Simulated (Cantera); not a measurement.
# Gas-phase reforming

A perfectly stirred reactor is fed with 60.2 % CH4, 39.8 % CO2, at 3.60 bar; it is held at 1450 K, and followed from long to short residence time.

Cantera simulation using GRI-Mech 3.0 (53 species, 325 reactions); the numbers are that mechanism's predictions, not measurements.

```json
[
 {"τ (s)": "14", "x CH4": "0.178", "x CO2": "0.0744", "x CH3": "3.47e-5", "x C2H4": "0.0260", "x CH2CO": "1.25e-5"},
 {"τ (s)": "4.9", "x CH4": "0.191", "x CO2": "0.102", "x CH3": "3.72e-5", "x C2H4": "0.0292", "x CH2CO": "1.81e-5"},
 {"τ (s)": "1.7", "x CH4": "0.237", "x CO2": "0.154", "x CH3": "4.16e-5", "x C2H4": "0.0273", "x CH2CO": "1.81e-5"},
 {"τ (s)": "0.62", "x CH4": "0.335", "x CO2": "0.243", "x CH3": "5.05e-5", "x C2H4": "0.0196", "x CH2CO": "9.73e-6"},
 {"τ (s)": "0.22", "x CH4": "0.451", "x CO2": "0.332", "x CH3": "6.31e-5", "x C2H4": "0.0114", "x CH2CO": "2.75e-6"},
 {"τ (s)": "0.078", "x CH4": "0.532", "x CO2": "0.376", "x CH3": "7.59e-5", "x C2H4": "0.00714", "x CH2CO": "5.10e-7"},
 {"τ (s)": "0.028", "x CH4": "0.575", "x CO2": "0.392", "x CH3": "8.38e-5", "x C2H4": "0.00449", "x CH2CO": "6.20e-8"},
 {"τ (s)": "0.0098", "x CH4": "0.593", "x CO2": "0.396", "x CH3": "8.13e-5", "x C2H4": "0.00180", "x CH2CO": "4.62e-9"}
]
```
x: mole fraction; the columns are a selection and need not sum to one.
